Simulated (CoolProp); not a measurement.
Vapour-liquid equilibrium of propane (1) + isohexane (2) at 0.046 MPa; x and y are mole fractions of (1).

Values from CoolProp's multi-fluid Helmholtz-energy mixture model, Lemmon 2009 and Lemmon 2006; pair parameters Bell 2016.

```
x     bubble temperature (°C)  y at the bubble point  dew temperature at overall composition x (°C)  liquid density (mol/L)
----  -----------------------  ---------------------  ---------------------------------------------  ----------------------
0.05                     10.6                  0.684                                           36.0                   7.830
0.15                    -16.7                  0.931                                           33.2                   8.463
0.25                    -29.7                  0.973                                           30.1                   8.987
0.35                    -37.6                  0.986                                           26.6                   9.494
0.45                    -43.0                  0.992                                           22.7                   10.01
0.55                    -47.1                  0.995                                           18.2                   10.56
0.65                    -50.4                  0.997                                           12.7                   11.15
0.75                    -53.1                  0.998                                            5.9                   11.78
0.85                    -55.5                  0.999                                           -3.7                   12.46
0.95                    -57.6                  1.000                                          -21.4                   13.20
```

No azeotrope shows between x = 0.05 and 0.95.

The pair parameters rest on a limited set of measurements; away from them the model extrapolates. The gap from Raoult's law changes sign with composition, which may be real or a fault of the pair parameters; it wasn't checked against measurements.
